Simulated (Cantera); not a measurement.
An isothermal, constant-pressure homogeneous reactor starts with CH₄ : H₂ = 0.04 : 1 (molar parts), at 1575 K and 100.0 Torr. Integrator tolerance rtol = 1e-08.

Cantera simulation using GRI-Mech 3.0 (53 species, 325 reactions); the numbers are that mechanism's predictions, not measurements. GRI-Mech 3.0 stops at C3 and has no aromatics, soot or wall deposition, so with more carbon than oxygen in the feed, carbon stays in small species such as C2H2 where larger ones or solid carbon would form.

| quantity | before | after |
|---|---|---|
| x(CH₄) at 5.00 s | 0.0157 (gas-phase equilibrium 0.00624) | 0.000172 (gas-phase equilibrium 0.000172) |
| x(H₂) at 5.00 s | 0.973 (gas-phase equilibrium 0.978) | 0.974 (gas-phase equilibrium 0.974) |
| x(C₂H) at 5.00 s | 3.51e-9 (gas-phase equilibrium 5.16e-9) | 3.26e-6 (gas-phase equilibrium 3.26e-6) |
| x(C₂H₂) at 5.00 s | 0.0108 (gas-phase equilibrium 0.0152) | 0.0183 (gas-phase equilibrium 0.0183) |
| x(C₂H₆) at 5.00 s | 6.00e-7 (gas-phase equilibrium 1.79e-7) | 5.15e-10 (gas-phase equilibrium 5.16e-10) |
| x(CH₃) at 5.00 s | 3.54e-5 (gas-phase equilibrium 1.47e-5) | 2.49e-5 (gas-phase equilibrium 2.49e-5) |

Which change was made?
A. CH4 0.04 to 0.0051 parts
B. pressure from 100.0 Torr to 21.8 Torr
C. pressure from 100.0 Torr to 173 Torr
D. temperature 1575 to 2075 K

D, temperature 1575 to 2075 K
